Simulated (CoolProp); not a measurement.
Vapour-liquid equilibrium of n-hexane (1) + cyclohexane (2) at 434.2 K; x and y are mole fractions of (1).

Computed with CoolProp (multi-fluid Helmholtz-energy mixture model, Thol 2019 and Zhou 2014; pair parameters Bell 2016).

```
x      bubble pressure, mixture model (MPa)  bubble pressure, Raoult's law (MPa)  y, mixture model  y, Raoult's law
-----  ------------------------------------  -----------------------------------  ----------------  ---------------
0.05                                 0.7007                               0.6980             0.067            0.067
0.125                                0.7222                               0.7163             0.160            0.162
0.2                                  0.7427                               0.7346             0.248            0.253
0.275                                0.7624                               0.7528             0.331            0.340
0.35                                 0.7814                               0.7711             0.410            0.422
0.425                                0.7999                               0.7894             0.485            0.500
0.5                                  0.8178                               0.8077             0.558            0.575
0.575                                0.8353                               0.8259             0.629            0.647
0.65                                 0.8525                               0.8442             0.697            0.716
0.725                                0.8694                               0.8625             0.765            0.781
0.8                                  0.8860                               0.8808             0.830            0.844
0.875                                0.9024                               0.8990             0.895            0.905
0.95                                 0.9187                               0.9173             0.958            0.963
```

The largest gap from Raoult's law is +1.3 % in bubble pressure, at x = 0.35. No azeotrope shows between x = 0.05 and 0.95.

The pair parameters rest on a limited set of measurements; away from them the model extrapolates.
